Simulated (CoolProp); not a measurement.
Computed with CoolProp (reference Helmholtz-energy equation of state, Span 1996).

Question: For carbon dioxide, give the phase and the cv (kJ/(kg K)), speed of sound (m/s), viscosity (µPa s), conductivity (mW/(m K)) at 221.6 K and 35 kPa; 221.6 K and 162 kPa; 221.6 K and 11100 kPa.

Answer: 
- 221.6 K and 35 kPa: gas; cv 0.574, speed of sound 235, viscosity 11.2, conductivity 11.0
- 221.6 K and 162 kPa: gas; cv 0.587, speed of sound 233, viscosity 11.2, conductivity 11.1
- 221.6 K and 11100 kPa: liquid; cv 0.979, speed of sound 998, viscosity 254, conductivity 179

Viscosity comes from a separate model (Laesecke 2017). Thermal conductivity comes from a separate model (Huber 2016).
